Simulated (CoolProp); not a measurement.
Computed with CoolProp (reference Helmholtz-energy equation of state, Thol 2018).

**Question.** For hydrogen chloride, give the phase and the cv (kJ/(kg K)) at 290.75 °C and 13300 kPa; 11.15 °C and 1120 kPa; 316.85 °C and 15.5 kPa.

**Answer.** 
- 290.75 °C and 13300 kPa: supercritical; cv 0.601
- 11.15 °C and 1120 kPa: gas; cv 0.645
- 316.85 °C and 15.5 kPa: gas; cv 0.582
